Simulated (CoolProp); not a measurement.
Vapour-liquid equilibrium of n-butane (1) + R113 (2) at 49.25 °C; x and y are mole fractions of (1).

Model: multi-fluid Helmholtz-energy mixture model, Bücker 2006 and Marx 1992; pair parameters Bell 2016, in CoolProp.

```
x      bubble pressure, mixture model (bar)  bubble pressure, Raoult's law (bar)  y, mixture model  y, Raoult's law
-----  ------------------------------------  -----------------------------------  ----------------  ---------------
0.05                                  1.306                                1.260               [?]            0.193
0.125                                   [?]                                1.544             0.415            0.394
0.2                                   1.968                                1.829             0.544            0.532
0.275                                 2.275                                2.113             0.635            0.633
0.35                                  2.567                                2.397             0.703            0.710
0.425                                 2.848                                2.681             0.757            0.770
0.5                                     [?]                                2.966             0.801            0.820
0.575                                   [?]                                3.250             0.838            0.860
0.65                                  3.640                                3.534             0.871            0.894
0.725                                 3.897                                3.819             0.901            0.923
0.8                                   4.153                                4.103             0.930            0.948
0.875                                   [?]                                4.387               [?]            0.970
0.95                                    [?]                                4.672               [?]            0.989
```

**Question.** Complete the blanks.

**Answer.** 
- 0.05, y, mixture model: 0.213
- 0.125, bubble pressure, mixture model (bar): 1.645
- 0.5, bubble pressure, mixture model (bar): 3.119
- 0.575, bubble pressure, mixture model (bar): 3.382
- 0.875, bubble pressure, mixture model (bar): 4.413
- 0.875, y, mixture model: 0.956
- 0.95, bubble pressure, mixture model (bar): 4.679
- 0.95, y, mixture model: 0.983

The largest gap from Raoult's law is +7.7 % in bubble pressure, at x = 0.275. No azeotrope shows between x = 0.05 and 0.95.

Pair parameters are fitted to limited data, so mixtures are less certain than the pure fluids.
